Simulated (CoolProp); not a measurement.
The fluid at 298.15 K and 0.872 MPa is throttled through a valve to 0.493 MPa with no heat exchange. The same conditions are run with several fluids, on thermodynamics alone (safety and materials aside).

Values from CoolProp's reference Helmholtz-energy equation of state of each fluid (carbon dioxide: Span 1996; nitrogen: Span 2000; ethane: Bücker 2006; sulfur hexafluoride: Guder 2009; CH3F (R41): Lemmon 2006).

```csv
fluid,temperature change (K),final density (kg/m³)
carbon dioxide,[?],9.12
nitrogen,[?],[?]
ethane,-4.4,[?]
sulfur hexafluoride,[?],[?]
CH3F (R41),-6.9,7.26
```

Task: Some entries are withheld; supply them.

Result: 
- carbon dioxide, temperature change (K): -4.2
- nitrogen, temperature change (K): -0.8
- nitrogen, final density (kg/m³): 5.59
- ethane, final density (kg/m³): 6.32
- sulfur hexafluoride, temperature change (K): -4.0
- sulfur hexafluoride, final density (kg/m³): 31.3
